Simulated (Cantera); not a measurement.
## Thermal oxidation and active oxidation of silicon: Si + CO2 + N2

Input: 1 mol Si, 0.29 mol CO2, 48 mol N2, equilibrated at 160 Pa.

Cantera equilibrium calculation (NASA polynomials, part measured and part estimated; ideal gas, pure solids and liquids). Candidate condensed phases: C, Si, SiC, SiO2, Si2N2O, Si3N4; 34 gas species. N2 is the only nitrogen source here; it is nearly inert below about 1500 K, so the nitride shown seldom forms there in practice. Mutual solubility and eutectic melting of coexisting phases are not modelled. The tables' values for SiN are old estimates; treat these amounts as uncertain. The numbers say what is thermodynamically allowed, not how fast it happens.

| T (K) | x N2 | x SiO | x Si | x CO | x Si2C | x SiN | x Si2N | n C(graphite) | n Si2N2O(s) | n SiC(s) | n Si3N4(s) | n Si(l) |
|---|---|---|---|---|---|---|---|---|---|---|---|---|
| 1050 | 0.998 | 4.97e-11 | <1e-12 | 0.00168 | <1e-12 | <1e-12 | <1e-12 | 0.210 | 0.500 | 0 | 0 | 0 |
| 1150 | 0.998 | 3.26e-9 | <1e-12 | 0.00168 | <1e-12 | <1e-12 | <1e-12 | 0.210 | 0.500 | 0 | 0 | 0 |
| 1250 | 0.998 | 1.08e-7 | 1.36e-12 | 0.00168 | <1e-12 | <1e-12 | <1e-12 | 0.210 | 0.500 | 0 | 0 | 0 |
| 1350 | 0.997 | 2.72e-6 | 4.74e-10 | 0.00279 | <1e-12 | 4.95e-11 | <1e-12 | 0.0505 | 0.447 | 0.106 | 0 | 0 |
| 1450 | 0.997 | 7.23e-5 | 4.39e-8 | 0.00312 | 4.45e-11 | 2.81e-9 | 9.04e-11 | 0 | 0.428 | 0.141 | 0 | 0 |
| 1550 | 0.996 | 0.00116 | 2.42e-6 | 0.00275 | 5.39e-9 | 1.01e-7 | 1.87e-8 | 0 | 0.393 | 0.158 | 0 | 0 |
| 1650 | 0.988 | 0.0106 | 9.63e-5 | 0.00142 | 4.26e-7 | 2.75e-6 | 2.79e-6 | 0 | 0 | 0.221 | 0.0875 | 0 |
| 1750 | 0.987 | 0.0111 | 0.000938 | 0.000839 | 7.58e-6 | 1.92e-5 | 3.27e-5 | 0 | 0 | 0.249 | 0 | 0.161 |
| 1850 | 0.984 | 0.0104 | 0.00403 | 0.00148 | 5.54e-5 | 6.13e-5 | 9.34e-5 | 0 | 0 | 0.215 | 0 | 0.0588 |
| 1950 | 0.978 | 0.00770 | 0.0102 | 0.00411 | 0.000224 | 0.000118 | 0.000111 | 0 | 0 | 0.0769 | 0 | 0 |
x: gas mole fraction; n: condensed amount in mol.

From 1050 K to 1250 K the condensed part is C(graphite) + Si2N2O(s). At 1350 K the condensed part is C(graphite) + SiC(s) + Si2N2O(s). From 1450 K to 1550 K the condensed part is SiC(s) + Si2N2O(s). At 1650 K the condensed part is SiC(s) + Si3N4(s). From 1750 K to 1850 K the condensed part is Si(l) + SiC(s). At 1950 K the condensed part is SiC(s).
